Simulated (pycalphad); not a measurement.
CALPHAD calculation (pycalphad, COST 507 light-alloy database (1999)), 1 atm. These are 1990s assessments: newer ones move some temperatures and phases. Amounts are mole fractions of atoms.

Problem. Give the equilibrium state of C-11B (at.%) at 2127 °C.

Solution. graphite, fraction 0.880, with 1.6 B at.%; B4C, fraction 0.120, with 80.3 B at.%.

Problem. Give the equilibrium state of C-11B (at.%) at 2877 °C.

Solution. graphite, fraction 0.846, with 1.7 B at.%; liquid, fraction 0.154, with 62.2 B at.%.

Database names, with the compositions (at.%) that they take in these runs: B4C: B 80 C 20.
